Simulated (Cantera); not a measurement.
**Ignition delay**

Mixture: C3H8 : O2 : N2 = 1 : 2.38 : 8.95 (molar parts), at 27.0 bar, adiabatic and at constant volume. Ignition delay is the time to a rise of 400 K.

Model: GRI-Mech 3.0 (53 species, 325 reactions), integrated in Cantera. GRI-Mech 3.0 was tuned for natural gas; its chemistry of propane as a main component is partial and can be far from experiment. The pressure lies above the range GRI-Mech 3.0 was tuned for (to about 10 atm).

```
T0 (K)  delay (ms)
------  ----------
1048          11.4
1123          3.06
1198         0.838
1273         0.239
1348        0.0741
1423        0.0259
1498        0.0104
1573       0.00478
```

* **apparent activation energy between 1423 and 1573 K**: 210 kJ/mol
